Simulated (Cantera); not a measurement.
Input (Python, Cantera) and output of one run.

```python
import numpy as np
import cantera as ct

gas_names = """
    CL CL2 N N2 Si SiCL SiCL2 SiCL3 SiCL4 SiN Si2 Si2N Si3
""".split()
cond_names = """
    Si(cr) Si(L) Si3N4(a)
""".split()


# ... load() reads the species with a 1 bar reference pressure and builds the phases ...
atoms = {
    'Si': {'Si': 1},
    'Cl2': {'CL': 2},
    'N2': {'N': 2},
}
top_T = {'Si3N4(a)': 2400}  # K; cautious upper limits of use, not melting points


# ... equilibrate(T, P, feed) seeds the gas with the atoms and calls Mixture.equilibrate('TP', solver="vcs", rtol=1e-11, max_steps=5000) ...
results = []
T = 1173  # K
P = 7300  # Pa
for m in [1.2, 1.6, 2.2, 2.9, 4, 5.4, 7.3, 9.8]:
    feed = {'Si': 1, 'Cl2': m, 'N2': 53}  # mol
    mix = equilibrate(T, P, feed)
    results.append((T, P, feed, dict(zip(mix.species_names, mix.species_moles))))
    x = sorted(zip(gas.X, gas.species_names), reverse=True)
    print(f"T = {T:g} K  P = {P:g} Pa  n(Cl2) = {m:g} mol  gas = {mix.phase_moles(0):.4g} mol")
    print("   x: " + "  ".join(f"{s} {v:.3e}" for v, s in x if v > 0.0001))
    print("   condensed (mol): " + ("  ".join(f"{mix.phase(i).name} {mix.phase_moles(i):.4g}"
          for i in range(1, mix.n_phases) if mix.phase_moles(i) > 1e-12) or "none"))
```

Result:

```
T = 1173 K  P = 7300 Pa  n(Cl2) = 1.2 mol  gas = 53.34 mol
   x: N2 9.887e-01  SiCL4 1.110e-02  SiCL3 1.755e-04
   condensed (mol): Si3N4(a) 0.1323
T = 1173 K  P = 7300 Pa  n(Cl2) = 1.6 mol  gas = 53.67 mol
   x: N2 9.850e-01  SiCL4 1.473e-02  SiCL3 2.171e-04
   condensed (mol): Si3N4(a) 0.06541
T = 1173 K  P = 7300 Pa  n(Cl2) = 2.2 mol  gas = 54.22 mol
   x: N2 9.775e-01  SiCL4 1.844e-02  CL2 3.311e-03  CL 7.545e-04
   condensed (mol): none
T = 1173 K  P = 7300 Pa  n(Cl2) = 2.9 mol  gas = 54.94 mol
   x: N2 9.646e-01  SiCL4 1.820e-02  CL2 1.556e-02  CL 1.636e-03
   condensed (mol): none
T = 1173 K  P = 7300 Pa  n(Cl2) = 4 mol  gas = 56.07 mol
   x: N2 9.453e-01  CL2 3.445e-02  SiCL4 1.784e-02  CL 2.434e-03
   condensed (mol): none
T = 1173 K  P = 7300 Pa  n(Cl2) = 5.4 mol  gas = 57.49 mol
   x: N2 9.219e-01  CL2 5.757e-02  SiCL4 1.739e-02  CL 3.146e-03
   condensed (mol): none
T = 1173 K  P = 7300 Pa  n(Cl2) = 7.3 mol  gas = 59.42 mol
   x: N2 8.920e-01  CL2 8.727e-02  SiCL4 1.683e-02  CL 3.873e-03
   condensed (mol): none
T = 1173 K  P = 7300 Pa  n(Cl2) = 9.8 mol  gas = 61.94 mol
   x: N2 8.556e-01  CL2 1.236e-01  SiCL4 1.614e-02  CL 4.610e-03
   condensed (mol): none
```

Cantera equilibrium calculation (NASA polynomials, part measured and part estimated; ideal gas, pure solids and liquids). N2 is the only nitrogen source here; it is nearly inert below about 1500 K, so the nitride shown seldom forms there in practice. The tables' values for SiCl3 are old estimates; treat these amounts as uncertain.
